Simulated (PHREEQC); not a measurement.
A column of 0.1 m (40 cells, dispersivity 0.0035 m, 3600 s a shift, diffusion coefficient 3e-10 m²/s) holds 0.096 eq of the database's cation exchanger X per kg of pore water, first in equilibrium with 0.052 mol/kgw CaCl2, 0.0021 mol/kgw NaCl and 1e-05 mol/kgw HCl. It is flushed with 20 mmol/kgw MgCl2 and 0.01 mmol/kgw HCl, at 25 °C. Values are for the last cell. No CO2 enters from the air. Nothing may precipitate in this run.

Computed with PHREEQC (ion-association model, phreeqc.dat).

```csv
pore volumes,Mg in solution (mol/kgw),Na in solution (mol/kgw),Ca in solution (mol/kgw),Cl in solution (mol/kgw),NaX on the exchanger (mol/kgw),CaX2 on the exchanger (mol/kgw)
0,0,0.00210,0.0520,0.106,0.000351,0.0478
0.4625,6.75e-8,0.00210,0.0519,0.106,0.000351,0.0478
0.6875,1.63e-5,0.00197,0.0484,0.0988,0.000342,0.0478
1.137,0.000374,0.000973,0.0282,0.0581,0.000220,0.0475
1.587,0.00140,0.000278,0.0196,0.0423,7.43e-5,0.0459
2.038,0.00361,5.84e-5,0.0165,0.0402,1.63e-5,0.0422
2.263,0.00502,2.48e-5,0.0150,0.0401,7.03e-6,0.0396
2.712,0.00791,4.10e-6,[?],0.0400,1.20e-6,0.0340
3.163,0.0105,6.32e-7,0.00947,0.0400,[?],0.0282
3.612,0.0127,9.40e-8,0.00729,0.0400,2.90e-8,0.0228
3.837,0.0136,3.59e-8,0.00636,0.0400,1.12e-8,0.0204
4.287,0.0152,5.18e-9,0.00479,0.0400,1.65e-9,[?]
4.737,0.0164,7.37e-10,0.00355,0.0400,2.39e-10,0.0122
4.963,0.0170,2.77e-10,0.00305,0.0400,9.03e-11,0.0106
5.412,0.0178,3.89e-11,0.00221,0.0400,1.28e-11,0.00791
5.862,0.0184,5.43e-12,0.00159,0.0400,1.81e-12,0.00576
6.312,0.0189,7.54e-13,0.00112,0.0400,2.52e-13,0.00412
6.537,0.0191,2.80e-13,0.000934,0.0400,9.41e-14,0.00346
6.987,0.0194,3.87e-14,0.000645,0.0400,1.30e-14,0.00241
```

### Question
Fill in the missing entries.

### Answer

- 2.712, Ca in solution (mol/kgw): 0.0121
- 3.163, NaX on the exchanger (mol/kgw): 1.90e-7
- 4.287, CaX2 on the exchanger (mol/kgw): 0.0160

Complexes and solids missing from the database can't appear.
